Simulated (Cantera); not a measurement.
A Cantera script and what it prints.

```python
import numpy as np
import cantera as ct

gas_names = """
    AL ALCL ALCL2 ALCL3 ALH ALN AL2 AL2CL6 CL CL2 H HCL H2 N NH NH2 NH3 N2 N2H2 N2H4
""".split()
cond_names = """
    AL(cr) AL(L) ALCL3(s) ALCL3(L) ALN(s) NH4CL(a) NH4CL(b)
""".split()


def load(file, names, dense=False):
    # The tables refer to 1 bar. Condensed volumes are neglected.
    table = {s.name: s for s in ct.Species.list_from_file(file)}
    out = []
    for n in names:
        d = dict(table[n].input_data)
        d["thermo"] = dict(d["thermo"], **{"reference-pressure": 1e5})
        if dense:
            d["equation-of-state"] = {"model": "constant-volume", "density": "1e6 g/cm^3"}
        out.append(ct.Species.from_dict(d))
    return out


gas = ct.Solution(thermo="ideal-gas", species=load("nasa_gas.yaml", gas_names))
cond = {s.name: ct.Solution(thermo="fixed-stoichiometry", species=[s], name=s.name)
        for s in load("nasa_condensed.yaml", cond_names, dense=True)}
atoms = {
    'AlN': {'AL': 1, 'N': 1},
    'HCl': {'H': 1, 'CL': 1},
    'H2': {'H': 2},
}
top_T = {'ALN(s)': 2750}  # K; cautious upper limits of use, not melting points


def equilibrate(T, P, feed):
    n = {}
    for name, mol in feed.items():
        for a, k in atoms[name].items():
            n[a] = n.get(a, 0.0) + k * mol
    gas.TPX = T, P, n
    mass = sum(n.values()) * gas.mean_molecular_weight
    gas.equilibrate("TP")
    valid = [c for c in cond.values() if c.min_temp <= T <= top_T.get(c.name, c.max_temp)]
    mix = ct.Mixture([(gas, mass / gas.mean_molecular_weight)] + [(c, 0.0) for c in valid])
    mix.T, mix.P = T, P
    mix.equilibrate("TP", solver="vcs", rtol=1e-11, max_steps=5000)
    return mix


results = []
feed = {'AlN': 1, 'HCl': 20, 'H2': 2.5}  # mol
T = 1900  # K
P = 53000  # Pa
mix = equilibrate(T, P, feed)
results.append((T, P, feed, dict(zip(mix.species_names, mix.species_moles))))
print(gas.report(threshold=1e-06))
for i in range(1, mix.n_phases):
    print(f"{mix.phase(i).name:16s} {mix.phase_moles(i):12.5e} mol")
```

Output:

```
       temperature   1900 K
          pressure   53000 Pa
           density   0.11533 kg/m^3
  mean mol. weight   34.375 kg/kmol
   phase of matter   gas

                          1 kg             1 kmol
                     ---------------   ---------------
          enthalpy       -1.1674e+06       -4.0128e+07  J
   internal energy       -1.6269e+06       -5.5926e+07  J
           entropy            7428.5        2.5536e+05  J/K
    Gibbs function       -1.5282e+07       -5.2531e+08  J
 heat capacity c_p            1079.2             37099  J/K
 heat capacity c_v            837.37             28785  J/K

                      mass frac. Y      mole frac. X     chem. pot. / RT
                     ---------------   ---------------   ---------------
              ALCL        0.00044947        0.00024748           -44.054
             ALCL2         0.0059125         0.0020764           -66.113
             ALCL3           0.16298           0.04202           -88.172
                CL         0.0015239         0.0014777           -22.059
               CL2        9.7996e-06        4.7513e-06           -44.118
                 H        1.3433e-05        0.00045808           -10.843
               HCL           0.80068           0.75494           -32.903
                H2          0.010357           0.17661           -21.687
                N2          0.018069          0.022172           -31.213
     [  +11 minor]        1.5088e-06         3.295e-07

AL(L)             0.00000e+00 mol
ALCL3(L)          0.00000e+00 mol
ALN(s)            0.00000e+00 mol
```

Cantera equilibrium calculation (NASA polynomials, part measured and part estimated; ideal gas, pure solids and liquids). The tables' values for AlCl2 are old estimates; treat these amounts as uncertain.
